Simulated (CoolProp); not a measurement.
Vapour-liquid equilibrium of R125 (1) + R227EA (2) at -50.85 °C; x and y are mole fractions of (1).

Values from CoolProp's multi-fluid Helmholtz-energy mixture model, Lemmon 2005 and Lemmon 2016; pair parameters Bell 2016.

| x | bubble pressure (MPa) | y at the bubble point | dew pressure at overall composition x (MPa) | liquid density (mol/L) |
|---|---|---|---|---|
| 0.05 | 0.02069 | 0.209 | 0.01790 | 9.868 |
| 0.125 | 0.02602 | 0.418 | 0.01912 | 10.05 |
| 0.2 | 0.03138 | 0.558 | 0.02051 | 10.24 |
| 0.275 | 0.03677 | 0.656 | 0.02211 | 10.44 |
| 0.35 | 0.04215 | 0.730 | 0.02400 | 10.64 |
| 0.425 | 0.04752 | 0.787 | 0.02623 | 10.85 |
| 0.5 | 0.05286 | 0.833 | 0.02892 | 11.06 |
| 0.575 | 0.05818 | 0.870 | 0.03222 | 11.28 |
| 0.65 | 0.06348 | 0.901 | 0.03637 | 11.51 |
| 0.725 | 0.06877 | 0.927 | 0.04173 | 11.75 |
| 0.8 | 0.07406 | 0.950 | 0.04893 | 11.99 |
| 0.875 | 0.07936 | 0.971 | 0.05902 | 12.25 |
| 0.95 | 0.08471 | 0.989 | 0.07397 | 12.51 |

No azeotrope shows between x = 0.05 and 0.95.

The pair parameters rest on a limited set of measurements; away from them the model extrapolates.
